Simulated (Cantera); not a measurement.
A closed system holds: 1 mol C2H6, 4.2 mol CO2, equilibrated at 10.0 mbar.

Cantera equilibrium calculation (NASA polynomials, part measured and part estimated; ideal gas, pure solids and liquids). Candidate condensed phases: C, C6H6, C7H8, C8H18, H2O; 131 gas species. Ions and electrons are included (thermal ionisation). Kinetics and transport are ignored.

### Question
At 3227 °C, list the 6 most abundant gas species with their mole fractions, and the condensed phases.

### Answer
CO 0.434, H 0.408, O 0.149, H2 0.00477, OH 0.00298, O2 0.000908. Condensed: gas only.
